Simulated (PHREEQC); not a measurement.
Consider water at 65 °C with 0.011 mol Al2(SO4)3, 0.00065 mol CaCl2, 0.1 mol HCl and 0.0006 mol Na2SO4 per kg of water. Closed to the air; pH follows from the charge balance.

Model: ion-association model, phreeqc.dat, run in PHREEQC.

Each row changes one thing in this solution. Precipitation was switched off in this run.

| case | pH | ionic strength (mol/kgw) | HSO4- (mol/kgw) | SO4-2 (mol/kgw) | Ca+2 (mol/kgw) | CaHSO4+ (mol/kgw) | SI of Gypsum (CaSO4:2H2O) | SI of Halite (NaCl) |
|---|---|---|---|---|---|---|---|---|
| as made | 1.20 | 0.169 | 0.0202 | 0.00315 | 0.000571 | 4.30e-5 | -2.13 | -5.80 |
| Na2SO4 replaced by NaAlO2 at the same molality | 1.21 | 0.169 | (withheld) | (withheld) | 0.000573 | 4.16e-5 | -2.13 | -6.10 |
| HCl from 0.1 to 0.2 mol/kgw | 0.87 | 0.282 | (withheld) | 0.00218 | 0.000585 | 4.72e-5 | -2.43 | -5.54 |
| temperature from 65 to 55 °C | (withheld) | 0.167 | 0.0189 | 0.00370 | 0.000568 | 4.11e-5 | -2.07 | -5.78 |
| Al2(SO4)3 left out | 1.09 | 0.103 | 0.000540 | 5.68e-5 | 0.000647 | (withheld) | -3.67 | -5.75 |
| Na2SO4 from 0.0006 to 0.00066 mol/kgw | 1.20 | 0.169 | 0.0203 | 0.00316 | 0.000571 | 4.31e-5 | -2.13 | -5.75 |
| diluted 100-fold with water | 3.04 | 0.00211 | 4.42e-5 | 0.000215 | 6.29e-6 | 2.70e-9 | -4.38 | -9.56 |

Problem. Some entries are withheld; supply them.

Solution. 
- Na2SO4 replaced by NaAlO2 at the same molality, HSO4- (mol/kgw): 0.0195
- Na2SO4 replaced by NaAlO2 at the same molality, SO4-2 (mol/kgw): 0.00311
- HCl from 0.1 to 0.2 mol/kgw, HSO4- (mol/kgw): 0.0251
- temperature from 65 to 55 °C, pH: 1.19
- Al2(SO4)3 left out, CaHSO4+ (mol/kgw): 1.52e-6

Constants without temperature data keep their 25 °C values here.
